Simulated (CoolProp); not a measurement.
The fluid at 293.15 K and 4.6 MPa is throttled through a valve to 0.237 MPa with no heat exchange. The same conditions are run with several fluids, on thermodynamics alone (safety and materials aside).

Computed with CoolProp (reference Helmholtz-energy equation of state of each fluid (CF4 (R14): Platzer 1990; dry air: Lemmon 2000; nitrogen: Span 2000; carbon monoxide: Lemmon 2006; normal hydrogen: Leachman 2009)). The equations of Platzer and Polt are older, rougher fits. Blends and air are pseudo-pure fits.

```tsv
fluid	temperature change (K)	final density (kg/m³)
CF4 (R14)	-28.0	9.59
dry air	-9.8	2.92
nitrogen	-9.2	2.81
carbon monoxide	-10.9	2.83
normal hydrogen	+1.3	0.195
```
